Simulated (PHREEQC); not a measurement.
## Nickel, zinc or cadmium bath: an equilibrium model

Consider water at 25 °C with 0.0041 mol CdCl2, 0.0012 mol H3BO3 and 0.23 mol HCl per kg of water. Closed to the air; pH follows from the charge balance.

Computed with PHREEQC (ion-association model, wateq4f.dat).

This is a speciation only: nothing precipitates in the calculation.

Task: What pH, activity of water does the model give?

Result: pH 0.74; activity of water 0.992.

Task: In which forms is Cl present?

Result: Cl- 98 %, CdCl+ 1.0 %, CdCl2 1.0 % of the Cl.
